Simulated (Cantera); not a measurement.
**Thermodynamics of fluorocarbon and chlorocarbon gases, feed CH₃Cl + F₂**

Input: 1 mol CH₃Cl, 1.3 mol F₂, held at 0.590 bar.

Cantera equilibrium calculation (NASA polynomials, part measured and part estimated; ideal gas, pure solids and liquids). Candidate condensed phases: C, C₆H₆, C₇H₈, C₈H₁₈; 118 gas species. Gases not in the tables: C₂F₆ and larger saturated fluorocarbons. The numbers say what is thermodynamically allowed, not how fast it happens.

| T (K) | x HF | x HCl | x Cl | x CF₄ | x Cl₂ | x CClF₃ | x F | x CF₂ | n C(graphite) |
|---|---|---|---|---|---|---|---|---|---|
| 1098 | 0.641 | 0.310 | 0.000104 | 0.0453 | 0.00291 | 0.000775 | 1.25e-10 | 3.11e-9 | 0.855 |
| 1198 | 0.648 | 0.301 | 0.000499 | 0.0428 | 0.00685 | 0.00108 | 2.23e-9 | 3.97e-8 | 0.861 |
| 1298 | 0.659 | 0.286 | 0.00180 | 0.0390 | 0.0129 | 0.00132 | 2.51e-8 | 3.33e-7 | 0.872 |
| 1398 | 0.673 | 0.266 | 0.00516 | 0.0341 | 0.0201 | 0.00144 | 1.98e-7 | 2.00e-6 | 0.886 |
| 1498 | 0.688 | 0.243 | 0.0123 | 0.0286 | 0.0267 | 0.00141 | 1.17e-6 | 9.14e-6 | 0.903 |
| 1598 | 0.702 | 0.218 | 0.0249 | 0.0229 | 0.0311 | 0.00125 | 5.41e-6 | 3.32e-5 | 0.921 |
| 1698 | 0.713 | 0.192 | 0.0443 | 0.0171 | 0.0320 | 0.000999 | 2.05e-5 | 9.84e-5 | 0.940 |
| 1798 | 0.721 | 0.167 | 0.0696 | 0.0115 | 0.0292 | 0.000697 | 6.46e-5 | 0.000241 | 0.958 |
| 1898 | 0.726 | 0.145 | 0.0976 | 0.00662 | 0.0235 | 0.000406 | 0.000172 | 0.000484 | 0.974 |
| 1998 | 0.727 | 0.128 | 0.123 | 0.00290 | 0.0167 | 0.000181 | 0.000382 | 0.000768 | 0.986 |
| 2098 | 0.726 | 0.119 | 0.141 | 0.000875 | 0.0106 | 5.81e-5 | 0.000703 | 0.000929 | 0.993 |
| 2198 | 0.724 | 0.116 | 0.151 | 0.000200 | 0.00626 | 1.46e-5 | 0.00111 | 0.000908 | 0.996 |
x: gas mole fraction; n: condensed amount in mol.

From 1098 K to 2198 K the condensed part is C(graphite). The main C-bearing gas is CF₄ at 1098 K and CF₂ at 2198 K. The share of C in condensed phases is highest at 2198 K (99.6 %) and lowest at 1098 K (85.5 %).
